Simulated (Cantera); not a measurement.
Charge: 1 mol C2F6, equilibrated at 0.100 bar.

Cantera equilibrium calculation (NASA polynomials, part measured and part estimated; ideal gas, pure solids and liquids). Candidate condensed phases: C; 13 gas species. The feed counts by its element totals alone. Gases not in the tables: C2F6 and larger saturated fluorocarbons. Equilibrium is a limit: real reactors are often held back by kinetics, nucleation or transport.

At 3123 K, list the 5 most abundant gas species with their mole fractions, and the condensed phases.

F 0.710, CF2 0.170, CF 0.105, C3 0.0110, C 0.00156. Condensed: C(graphite).
